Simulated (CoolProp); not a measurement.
The numbers come from the reference Helmholtz-energy equation of state, Lemmon 2003 in CoolProp. It is a pseudo-pure fit of the blend.

For R407C, give the phase and the Z, cv (kJ/(kg K)), expansivity (1/kK), conductivity (mW/(m K)) at 100.05 °C and 63.4 bar; 118.15 °C and 63.4 bar; 226.85 °C and 63.4 bar.


- 100.05 °C and 63.4 bar: supercritical; Z 0.297, cv 1.10, expansivity 42.3, conductivity 45.8
- 118.15 °C and 63.4 bar: supercritical; Z 0.522, cv 1.05, expansivity 18.9, conductivity 32.8
- 226.85 °C and 63.4 bar: supercritical; Z 0.864, cv 1.07, expansivity 3.50, conductivity 33.7

Thermal conductivity comes from a separate model (Geller 2001).
